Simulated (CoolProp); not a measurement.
1,2-dichloroethane along the isobar 181 bar: density (kg/m³) from the reference equation and from simpler models built on Tc = 288.4 °C, pc = 52.26 bar, ω = 0.269; each cubic takes its own stable root.

Values from CoolProp's reference Helmholtz-energy equation of state, Thol 2015.

```csv
T (°C),phase,reference,van der Waals,Soave-Redlich-Kwong
70.65,liquid,1200,720.5,1058
81.95,liquid,1184,714.1,1045
93.15,liquid,1168,707.5,1033
104.45,liquid,1152,700.9,1020
115.75,liquid,1135,694.1,1006
127.05,liquid,1118,687.3,992.1
138.35,liquid,1101,680.3,977.5
149.65,liquid,1084,673.2,962.5
160.95,liquid,1066,666.1,946.8
172.15,liquid,1048,658.8,930.8
183.45,liquid,1029,651.4,914.0
194.75,liquid,1011,643.9,896.6
```
